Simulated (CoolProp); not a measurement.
Properties of n-nonane along the isotherm 600 K.

The numbers come from the reference Helmholtz-energy equation of state, Lemmon 2006 in CoolProp. It is a short technical equation, of lower accuracy than the large ones.

| p (kPa) | phase | cp (kJ/(kg K)) | isothermal compressibility (1/MPa) |
|---|---|---|---|
| 36.1 | gas | 2.859 | 27.85 |
| 82.1 | gas | 2.863 | 12.33 |
| 187 | gas | 2.874 | 5.507 |
| 425 | gas | 2.902 | 2.528 |
| 968 | gas | 2.998 | 1.265 |
| 2200 | gas | 4.565 | 1.467 |
| 5010 | supercritical | 3.572 | 0.03969 |
| 11400 | supercritical | 3.333 | 0.01222 |
